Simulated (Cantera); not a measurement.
What does this Cantera script print?

```python
import numpy as np
import cantera as ct

surf = ct.Interface("ptcombust.yaml", "Pt_surf")
gas = surf.adjacent["gas"]
gas.TPX = 300, 31000, {'CH4': 0.089, 'O2': 0.077, 'N2': 0.79}
jet = ct.ImpingingJet(gas=gas, width=0.076, surface=surf)
jet.inlet.mdot, jet.inlet.T, jet.inlet.X = 0.05, 300, {'CH4': 0.089, 'O2': 0.077, 'N2': 0.79}
jet.set_refine_criteria(ratio=10, slope=0.2, curve=0.3)
show, cover = ['CH4', 'O2', 'H2O', 'OH', 'CO', 'CO2'], ["PT(S)", "H(S)", "O(S)", "OH(S)", "CO(S)", "C(S)"]

rows = []
print(f"{'Ts/K':>7s}" + "".join(f"{s:>11s}" for s in show + cover) + "   (gas at the wall, coverages)")
for i, Ts in enumerate([900, 950, 1000, 1050, 1100, 1150]):
    jet.surface.T = Ts
    if i == 0:
        surf.TP = Ts, 31000
        surf.coverages = "PT(S):0.5, O(S):0.5"
        surf.advance_coverages(1.0)
        jet.set_initial_guess(products="inlet")
    jet.solve(loglevel=0, auto=(i == 0))
    rows.append([*(jet.X[gas.species_index(s), -1] for s in show), *surf[cover].coverages])
    print(f"{Ts:7g}" + "".join(f"{x:11.3e}" for x in rows[-1]))
```

It prints:

```
   Ts/K        CH4         O2        H2O         OH         CO        CO2      PT(S)       H(S)       O(S)      OH(S)      CO(S)       C(S)   (gas at the wall, coverages)
    900  4.652e-02  1.122e-02  7.708e-02  6.094e-12  4.850e-02  2.505e-05  1.378e-01  1.616e-03  1.180e-07  5.365e-07  9.676e-02  7.638e-01
    950  4.066e-02  9.510e-03  7.429e-02  1.803e-11  5.445e-02  2.133e-05  1.561e-01  2.193e-03  8.346e-08  4.485e-07  5.603e-02  7.857e-01
   1000  3.098e-02  6.910e-03  6.951e-02  6.214e-11  6.420e-02  3.198e-05  1.917e-01  2.776e-03  6.900e-08  4.605e-07  4.387e-02  7.616e-01
   1050  1.417e-02  3.065e-03  6.025e-02  2.197e-10  8.087e-02  1.429e-04  3.036e-01  3.935e-03  7.520e-08  6.481e-07  6.582e-02  6.266e-01
   1100  2.571e-03  6.476e-04  5.222e-02  6.601e-10  9.057e-02  2.055e-03  6.855e-01  5.688e-03  3.329e-07  1.955e-06  1.908e-01  1.179e-01
   1150  1.756e-03  4.692e-04  4.900e-02  1.908e-09  8.766e-02  6.026e-03  8.186e-01  5.343e-03  8.583e-07  2.925e-06  1.419e-01  3.416e-02
```

Computed with Cantera and Deutschmann's 1995 Pt surface mechanism with GRI-Mech 3.0 gas chemistry. Catalytic surfaces can have several steady states; this one follows from the mechanism file's or the stated starting coverage.
